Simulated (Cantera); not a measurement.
An adiabatic, constant-volume homogeneous reactor starts with 6.38 % CH4, 19.6 % O2, 74.0 % N2, equivalence ratio 0.65, at 1550 K and 0.987 atm.

Model: GRI-Mech 3.0 (53 species, 325 reactions), integrated in Cantera.

x: mole fraction; the columns are a selection and need not sum to one.

| t (s) | T (K) | P (bar) | x CH4 | x O2 | x C2H6 | x CH3 | x CO |
|---|---|---|---|---|---|---|---|
| 5.00e-6 | 1550 | 1.000 | 0.0638 | 0.196 | 2.66e-11 | 1.11e-6 | 2.62e-11 |
| 2.26e-5 | 1550 | 1.000 | 0.0638 | 0.196 | ? | ? | ? |
| 0.000103 | 1550 | 1.000 | 0.0637 | 0.196 | 7.23e-7 | 4.53e-5 | 3.56e-7 |
| 0.000464 | 1567 | 1.01 | 0.0602 | 0.194 | 0.000414 | 0.000642 | 0.000556 |
| 0.00210 | 2749 | 1.81 | <1e-12 | 0.0639 | <1e-12 | <1e-12 | 0.0165 |
| 0.00952 | 2742 | 1.81 | <1e-12 | 0.0617 | <1e-12 | <1e-12 | 0.0164 |
| 0.0431 | 2742 | 1.81 | <1e-12 | 0.0617 | <1e-12 | <1e-12 | 0.0164 |
| 0.195 | 2742 | 1.81 | <1e-12 | 0.0617 | <1e-12 | <1e-12 | 0.0164 |
| 0.883 | 2742 | 1.81 | <1e-12 | 0.0617 | <1e-12 | <1e-12 | 0.0164 |
| 4.00 | 2742 | 1.81 | <1e-12 | 0.0617 | <1e-12 | <1e-12 | 0.0164 |

Question: Fill in the missing entries.

Answer: 
- 2.26e-5, x C2H6: 3.44e-9
- 2.26e-5, x CH3: 5.99e-6
- 2.26e-5, x CO: 2.06e-9
